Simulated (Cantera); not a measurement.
A Cantera script and its output.

```python
import numpy as np
import cantera as ct

surf = ct.Interface("ptcombust.yaml", "Pt_surf")
gas = surf.adjacent["gas"]
gas.TPX = 300, 13000, {'H2': 0.016, 'O2': 0.11, 'N2': 0.79}
jet = ct.ImpingingJet(gas=gas, width=0.031, surface=surf)
jet.inlet.mdot, jet.inlet.T, jet.inlet.X = 0.026, 300, {'H2': 0.016, 'O2': 0.11, 'N2': 0.79}
jet.set_refine_criteria(ratio=10, slope=0.2, curve=0.3)
show, cover = ['H2', 'O2', 'H2O', 'OH'], ["PT(S)", "H(S)", "O(S)", "OH(S)", "CO(S)", "C(S)"]

rows = []
print(f"{'Ts/K':>7s}" + "".join(f"{s:>11s}" for s in show + cover) + "   (gas at the wall, coverages)")
for i, Ts in enumerate([600, 650, 700, 750, 800, 850, 900, 950]):
    jet.surface.T = Ts
    if i == 0:
        surf.TP = Ts, 13000
        surf.coverages = "PT(S):0.5, O(S):0.5"
        surf.advance_coverages(1.0)
        jet.set_initial_guess(products="inlet")
    jet.solve(loglevel=0, auto=(i == 0))
    rows.append([*(jet.X[gas.species_index(s), -1] for s in show), *surf[cover].coverages])
    print(f"{Ts:7g}" + "".join(f"{x:11.3e}" for x in rows[-1]))
```

It prints:

```
   Ts/K         H2         O2        H2O         OH      PT(S)       H(S)       O(S)      OH(S)      CO(S)       C(S)   (gas at the wall, coverages)
    600  1.839e-03  1.036e-01  2.994e-02  1.125e-12  2.922e-02  6.550e-10  9.662e-01  4.570e-03 -8.111e-22  4.375e-26
    650  1.809e-03  1.037e-01  2.979e-02  1.440e-11  3.122e-02  9.684e-10  9.657e-01  3.089e-03  1.022e-19  1.597e-28
    700  1.634e-03  1.035e-01  2.993e-02  1.232e-10  3.657e-02  1.767e-09  9.611e-01  2.315e-03  2.027e-22  1.450e-25
    750  1.219e-03  1.032e-01  3.055e-02  7.151e-10  5.257e-02  4.477e-09  9.454e-01  2.007e-03  2.376e-19  5.865e-27
    800  8.057e-04  1.028e-01  3.118e-02  3.102e-09  8.426e-02  1.356e-08  9.138e-01  1.897e-03  8.929e-20  1.526e-28
    850  5.507e-04  1.025e-01  3.152e-02  1.099e-08  1.298e-01  3.798e-08  8.684e-01  1.792e-03  2.555e-20  2.413e-27
    900  4.071e-04  1.024e-01  3.167e-02  3.319e-08  1.851e-01  9.209e-08  8.133e-01  1.656e-03  2.352e-16 -2.538e-26
    950  3.176e-04  1.024e-01  3.173e-02  9.110e-08  2.463e-01  1.962e-07  7.521e-01  1.500e-03  2.419e-18  3.843e-25
```

Computed with Cantera and Deutschmann's 1995 Pt surface mechanism with GRI-Mech 3.0 gas chemistry. Catalytic surfaces can have several steady states; this one follows from the mechanism file's or the stated starting coverage.
